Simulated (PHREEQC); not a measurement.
**Polishing slurry liquid: speciation**

Consider water at 75 °C with 0.14 mol TMAH, 0.025 mol K2SO4 and 0.011 mol CO2 per kg of water. Closed to the air; pH follows from the charge balance.

Computed with PHREEQC (ion-association model, phreeqc.dat).

No solid was allowed to form.

**Question.** What pH does the model give?

**Answer.** pH 11.59.

**Question.** In which forms is K present?

**Answer.** K+ 93 %, KSO4- 7.0 % of the K.

(CH3)4N+ isn't in the database: it is added as a free cation with an ion size of 4 Å. Away from 25 °C the constants follow the database's enthalpies or fits; those with neither stay at their 25 °C values.
